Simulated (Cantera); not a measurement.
An isothermal, constant-pressure homogeneous reactor starts with 25.0 % NO, 75.0 % N2, at 2198 K and 10.00 Torr.

Computed with Cantera and GRI-Mech 3.0 (53 species, 325 reactions). Radical loss at walls, strong at low pressure, is not modelled.

x: mole fraction; the columns are a selection and need not sum to one.

```json
[
 {"t (s)": "0.00100", "x NO": "0.250", "x O2": "2.24e-8", "x O": "(withheld)", "x NO2": "3.97e-9", "x N2": "0.750"},
 {"t (s)": "0.00277", "x NO": "0.250", "x O2": "1.80e-7", "x O": "(withheld)", "x NO2": "2.25e-8", "x N2": "0.750"},
 {"t (s)": "0.00765", "x NO": "0.250", "x O2": "1.56e-6", "x O": "(withheld)", "x NO2": "1.01e-7", "x N2": "0.750"},
 {"t (s)": "0.0211", "x NO": "0.250", "x O2": "1.43e-5", "x O": "(withheld)", "x NO2": "3.81e-7", "x N2": "0.750"},
 {"t (s)": "0.0585", "x NO": "0.249", "x O2": "0.000128", "x O": "(withheld)", "x NO2": "1.18e-6", "x N2": "0.750"},
 {"t (s)": "0.162", "x NO": "0.247", "x O2": "0.00101", "x O": "(withheld)", "x NO2": "2.95e-6", "x N2": "0.751"},
 {"t (s)": "0.447", "x NO": "0.234", "x O2": "0.00660", "x O": "(withheld)", "x NO2": "6.25e-6", "x N2": "0.757"},
 {"t (s)": "1.24", "x NO": "0.181", "x O2": "0.0322", "x O": "(withheld)", "x NO2": "1.04e-5", "x N2": "0.783"},
 {"t (s)": "3.42", "x NO": "0.0609", "x O2": "0.0907", "x O": "(withheld)", "x NO2": "5.97e-6", "x N2": "0.842"},
 {"t (s)": "9.46", "x NO": "0.0116", "x O2": "0.115", "x O": "0.00780", "x NO2": "1.27e-6", "x N2": "0.866"},
 {"t (s)": "26.2", "x NO": "0.00982", "x O2": "0.116", "x O": "0.00791", "x NO2": "1.07e-6", "x N2": "0.867"},
 {"t (s)": "72.3", "x NO": "0.00982", "x O2": "0.116", "x O": "0.00791", "x NO2": "1.07e-6", "x N2": "0.867"},
 {"t (s)": "200", "x NO": "0.00982", "x O2": "0.116", "x O": "0.00791", "x NO2": "1.07e-6", "x N2": "0.867"}
]
```

Question: Some entries are withheld; supply them.

Answer: 
- 0.00100, x O: 3.76e-6
- 0.00277, x O: 1.12e-5
- 0.00765, x O: 3.60e-5
- 0.0211, x O: 0.000120
- 0.0585, x O: 0.000371
- 0.162, x O: 0.000985
- 0.447, x O: 0.00217
- 1.24, x O: 0.00419
- 3.42, x O: 0.00681
